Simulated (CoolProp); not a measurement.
R1234ze(E) along the isotherm 420 K: fugacity coefficient from the reference equation and from simpler models built on Tc = 382.5 K, pc = 3635 kPa, ω = 0.313; each cubic takes its own stable root.

The numbers come from the reference Helmholtz-energy equation of state, Thol 2016 in CoolProp.

| p (kPa) | phase | reference | Redlich-Kwong | Soave-Redlich-Kwong |
|---|---|---|---|---|
| 341 | gas | 0.9762 | 0.9758 | 0.9772 |
| 682 | gas | 0.9528 | 0.9519 | 0.9548 |
| 1020 | gas | 0.9299 | 0.9284 | 0.9328 |
| 1360 | gas | 0.9072 | 0.9051 | 0.9109 |
| 1700 | gas | … | … | 0.8892 |
| 2040 | gas | 0.8626 | 0.8591 | 0.8678 |
| 2390 | gas | 0.8401 | 0.8358 | … |
| 2730 | gas | 0.8185 | 0.8134 | 0.8250 |
| 3070 | gas | 0.7971 | 0.7911 | 0.8043 |
| 3410 | gas | 0.7759 | 0.7690 | 0.7838 |
| 3750 | supercritical | 0.7549 | 0.7470 | 0.7635 |
| 4090 | supercritical | … | 0.7251 | 0.7433 |
| 4430 | supercritical | 0.7134 | 0.7033 | 0.7234 |
| 4770 | supercritical | 0.6928 | … | 0.7038 |
| 5110 | supercritical | 0.6725 | 0.6601 | 0.6845 |
| 5450 | supercritical | 0.6524 | 0.6390 | … |

**Question.** Some entries are withheld; supply them.

**Answer.** 
- 1700, reference: 0.8847
- 1700, Redlich-Kwong: 0.8820
- 2390, Soave-Redlich-Kwong: 0.8460
- 4090, reference: 0.7340
- 4770, Redlich-Kwong: 0.6816
- 5450, Soave-Redlich-Kwong: 0.6655
